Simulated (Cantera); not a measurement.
Catalytic combustion on Pt

An isothermal plug-flow reactor at 800 K and 0.345 atm (inlet), inlet velocity 1.4 m/s, active area per volume 130 1/m; feed CO : O2 : N2 = 0.024 : 0.017 : 0.79 (molar parts).

Computed with Cantera and Deutschmann's 1995 Pt surface mechanism with GRI-Mech 3.0 gas chemistry. Catalytic surfaces can have several steady states; this one follows from the mechanism file's or the stated starting coverage. Mass transfer to the wall is taken as infinitely fast.

```csv
z (m),x CO,x O2,x H2O,x CO2,θ free Pt,θ O*,θ CO*
0.0002,0.0287,0.0204,<1e-12,0.000196,0.171,0.00178,0.827
0.00035,0.0285,0.0203,<1e-12,0.000344,0.172,0.00179,0.826
0.00062,0.0283,0.0202,<1e-12,0.000610,0.173,0.00179,0.826
0.0011,0.0278,0.0199,<1e-12,0.00108,0.174,0.00180,0.824
0.002,0.0269,0.0195,<1e-12,0.00198,0.176,0.00182,0.822
0.0035,0.0254,0.0187,<1e-12,0.00349,0.181,0.00185,0.817
0.0062,0.0227,0.0174,<1e-12,0.00627,0.191,0.00193,0.807
0.011,0.0176,0.0148,<1e-12,0.0115,0.214,0.00214,0.784
0.02,0.00573,0.00895,<1e-12,0.0235,0.348,0.00412,0.648
```
x: gas mole fraction; θ: surface coverage.
